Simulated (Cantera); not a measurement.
A perfectly stirred reactor is fed with 4.84 % CH3OH, 18.2 % O2, 68.3 % N2, 8.72 % H2O, equivalence ratio 0.40, at 3750 Torr; it is adiabatic with a 500 K inlet, and is followed from long to short residence time, starting on the burning branch (τ in s: 0.038, 0.02, 0.0099, 0.005, 0.0025, 0.0013, 0.00066, 0.00033, 0.00017, 8.6e-05).

Model: GRI-Mech 3.0 (53 species, 325 reactions), integrated in Cantera. GRI-Mech 3.0 was tuned for natural gas; its chemistry of methanol as a main component is partial and can be far from experiment.

Question: Predict: blow-out, bracketed by the residence times tried; x(CH3OH) at τ = 38.0 ms; x(O2) at τ = 38.0 ms; x(H2O) at τ = 38.0 ms; x(O) at τ = 38.0 ms; x(CH3OH) at τ = 1.30 ms; x(O2) at τ = 1.30 ms; x(H2O) at τ = 1.30 ms.

Answer: 
| Item | Result |
|---|---|
| blow-out, bracketed by the residence times tried | burning at 20.0 ms, out at 9.90 ms |
| x(CH3OH) at τ = 38.0 ms | 8.37e-5 |
| x(O2) at τ = 38.0 ms | 0.108 |
| x(H2O) at τ = 38.0 ms | 0.179 |
| x(O) at τ = 38.0 ms | 2.44e-6 |
| x(CH3OH) at τ = 1.30 ms | 0.0484 |
| x(O2) at τ = 1.30 ms | 0.182 |
| x(H2O) at τ = 1.30 ms | 0.0872 |
